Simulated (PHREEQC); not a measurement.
Consider water at 25 °C with 10 mmol/kgw MnCl2, 41 mmol/kgw KBr and 3.8 mmol/kgw Na2SO4. Closed to the air; pH follows from the charge balance.

Computed with PHREEQC (ion-association model, phreeqc.dat).

This is a speciation only: nothing precipitates in the calculation.

**Question.** Order these Mn species by the share of Mn that they hold, largest first: Mn+2, MnCl+, MnSO4.

**Answer.** Mn+2 (90 %), MnSO4 (7.4 %), MnCl+ (3.0 %)

The pH is 6.50 and the ionic strength 0.0781 mol/kgw.
